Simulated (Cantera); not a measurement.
Sublimation and decomposition of ceramics: Si3N4 + C + H2

Input: 1 mol Si3N4, 0.0097 mol C, 3.3 mol H2, held at 6.00 Pa.

Cantera equilibrium calculation (NASA polynomials, part measured and part estimated; ideal gas, pure solids and liquids). Candidate condensed phases: C, C6H6, C7H8, C8H18, Si, SiC, Si3N4; 105 gas species. Mutual solubility and eutectic melting of coexisting phases are not modelled. The tables' values for SiN are old estimates; treat these amounts as uncertain. Gases not in the tables: Si2H6 and higher silanes. Equilibrium is a limit: real reactors are often held back by kinetics, nucleation or transport.

| T (K) | log p H2 | log p H | log p N2 | log p Si | log p Si2 | log p Si2C | n Si(s) | n SiC(s) | n Si(l) |
|---|---|---|---|---|---|---|---|---|---|
| 1473 | -4.43 | -7.11 | -4.65 | -8.26 | -11.24 | -11.17 | 2.99 | 0.00968 | 0 |
| 1623 | -4.43 | -6.38 | -4.65 | -6.81 | -9.35 | -9.24 | 2.98 | 0.00958 | 0 |
| 1773 | -4.46 | -5.78 | -4.67 | -5.67 | -7.93 | -7.71 | 0 | 0.00758 | 2.78 |
| 1923 | -4.64 | -5.35 | -4.82 | -4.77 | -6.84 | -7.14 | 0 | 0 | 0.690 |
| 2073 | -4.78 | -4.97 | -4.88 | -4.71 | -7.33 | -7.27 | 0 | 0 | 0 |
| 2223 | -5.01 | -4.70 | -4.92 | -4.75 | -7.93 | -7.65 | 0 | 0 | 0 |
| 2373 | -5.39 | -4.55 | -4.96 | -4.78 | -8.46 | -8.29 | 0 | 0 | 0 |
| 2523 | -5.87 | -4.49 | -4.98 | -4.80 | -8.91 | -8.99 | 0 | 0 | 0 |
| 2673 | -6.37 | -4.47 | -4.98 | -4.81 | -9.29 | -9.84 | 0 | 0 | 0 |
| 2823 | -6.84 | -4.47 | -4.99 | -4.81 | -9.61 | -10.81 | 0 | 0 | 0 |
| 2973 | -7.26 | -4.47 | -4.99 | -4.81 | -9.91 | -11.76 | 0 | 0 | 0 |
log p: log10 of the partial pressure in bar; n: condensed amount in mol.

From 1473 K to 1623 K the condensed part is Si(s) + SiC(s). At 1773 K the condensed part is Si(l) + SiC(s). At 1923 K the condensed part is Si(l). From 2073 K to 2973 K nothing is condensed. The main Si-bearing gas is Si throughout.
